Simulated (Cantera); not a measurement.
**Thermodynamics of boron, boron nitride and boron oxide, feed B₂O₃ + NH₃ + H₂**

Charge: 1 mol B₂O₃, 1.8 mol NH₃, 18 mol H₂, held at 2077 °C.

Equilibrium computed with Cantera from the NASA thermochemical tables; the gas is ideal and each condensed phase is pure. Candidate condensed phases: B, BN, B₂O₃, B₃O₃H₃, H₂O; 39 gas species. Equilibrium is a limit: real reactors are often held back by kinetics, nucleation or transport.

From 10.0 Pa to 1.00 bar nothing is condensed. The main B-bearing gas is BO at 10.0 Pa and HBO at 1.00 bar.

```
P (Pa)  log p H₂  log p H  log p BO  log p N₂  log p HBO  log p HBO₂  log p H₂O  log p B₂O₃
------  --------  -------  --------  --------  ---------  ----------  ---------  ----------
10         -4.59    -4.20     -5.32     -5.59      -6.74       -6.35      -6.00       -7.47
46         -3.66    -3.73     -4.66     -4.85      -5.62       -5.29      -5.13       -6.22
220        -2.84    -3.32     -4.05     -4.12      -4.60       -4.42      -4.46       -5.15
1000       -2.12    -2.96     -3.54     -3.43      -3.73       -3.67      -3.87       -4.25
4600       -1.42    -2.62     -3.09     -2.75      -2.93       -2.98      -3.28       -3.45
22000      -0.73    -2.27     -2.67     -2.06      -2.17       -2.28      -2.65       -2.69
100000     -0.06    -1.94     -2.31     -1.40      -1.47       -1.62      -2.02       -1.99
```
log p: log10 of the partial pressure in bar; nothing condenses.
